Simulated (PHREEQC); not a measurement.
Alkaline etch or developer: speciation

Make-up at 25 °C: 4.2 mmol/kgw TMAH and 3.1 mmol/kgw Na2SiO3. Closed to the air; pH follows from the charge balance.

All values are PHREEQC results (ion-association model, wateq4f.dat), not measurements.

Each row changes one thing in this solution. No solid was allowed to form.

```
case                                                 pH  ionic strength (mol/kgw)
------------------------------------------------  -----  ------------------------
as made                                           11.81                    0.0106
TMAH left out                                         ?                   0.00627
Na2SiO3 left out                                  11.59                   0.00420
temperature from 25 to 75 °C                      10.52                    0.0105
temperature from 25 to 55 °C                      10.96                    0.0105
Na2SiO3 replaced by NaH2PO4 at the same molality  10.92                    0.0107
TMAH from 0.0042 to 0.042 mol/kgw                     ?                    0.0491
diluted 5-fold with water                             ?                   0.00209
0.0037 mol/kgw Na2SO4 added                       11.79                    0.0214
```

Q: Fill in the missing entries.

A: 
- TMAH left out, pH: 11.45
- TMAH from 0.0042 to 0.042 mol/kgw, pH: 12.55
- diluted 5-fold with water, pH: 11.15

Species that the database lacks are ignored. (CH3)4N+ isn't in the database: it is added as a free cation with an ion size of 4 Å. At this temperature some constants are extrapolated from 25 °C, and those without enthalpy data are left unchanged.
